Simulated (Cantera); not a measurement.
Input: 1 mol SiH₂Cl₂, 1.7 mol N₂, held at 0.220 bar.

Cantera equilibrium calculation (NASA polynomials, part measured and part estimated; ideal gas, pure solids and liquids). Candidate condensed phases: NH₄Cl, Si, Si₃N₄; 28 gas species. N₂ is the only nitrogen source here; it is nearly inert below about 1500 K, so the nitride shown seldom forms there in practice. Rates play no part.

Over these rows the condensed part is Si₃N₄(s). Partial pressures as log10 of bar:

| T (K) | 1000/T (1/K) | log p SiCl₂ | log p N₂ | log p HCl | log p H₂ | log p SiCl₄ |
|---|---|---|---|---|---|---|
| 1023 | 0.9775 | -6.87 | -1.04 | -1.16 | -1.40 | -1.70 |
| 1048 | 0.9542 | -6.53 | -1.04 | -1.15 | -1.40 | -1.71 |
| 1073 | 0.9320 | ? | -1.04 | -1.15 | -1.41 | -1.71 |
| 1098 | 0.9107 | -5.90 | -1.05 | -1.14 | -1.41 | -1.72 |
| 1123 | 0.8905 | -5.60 | -1.05 | -1.14 | -1.42 | -1.72 |
| 1148 | 0.8711 | -5.32 | -1.05 | -1.13 | -1.42 | -1.73 |

Fit log p(SiCl₂) = a + b·(1000/T) to the five rows, give the apparent enthalpy, and predict the row at 1073 K.

Means: 1000/T = 0.9208, log p = -6.044. Sxy = -0.113957, Sxx = 0.0078206, so b = -14.57 and a = -6.044 − (-14.57)×0.9208 = 7.37.
Apparent enthalpy: −19.145 × (-14.57) = 279 kJ/mol. With the condensed phases at unit activity, 1/6 Si₃N₄(s) + 1/2 SiCl₄(g) = SiCl₂(g) + 1/3 N₂(g) links this pressure to the main gases: over the six rows their terms move log p by -0.01 in all, so the slope is close to that reaction's ΔH°. The five rows lie within 0.01 of the line.
Prediction at 1073 K: 7.37 + (-14.57)×0.9320 = -6.21. The computed value is -6.21, 0.00 from the line.
